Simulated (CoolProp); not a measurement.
A simple Rankine cycle with R1224YDZ: condensing at 326.15 K, boiler at 1.12 MPa, turbine inlet 376.4 K, turbine efficiency 0.8, pump efficiency 0.6, no recuperator. Each further row changes one setting.

Values from CoolProp's reference Helmholtz-energy equation of state, Akasaka 2023.

```
case                             thermal efficiency (%)  net work (kJ/kg)  heat in (kJ/kg)  turbine exit temperature (K)  volume ratio over the turbine
-------------------------------  ----------------------  ----------------  ---------------  ----------------------------  -----------------------------
as stated                                           8.0              14.5              182                         345.4                           3.36
turbine inlet 396.4 K                               7.9              16.0              203                         367.2                           3.26
condensing temperature 318.15 K                     9.2              17.7              191                         340.1                           4.27
boiler pressure 0.784 MPa                           5.7              10.7              189                         357.1                           2.23
turbine efficiency 0.7                              6.9              12.5              182                         347.5                           3.39
```
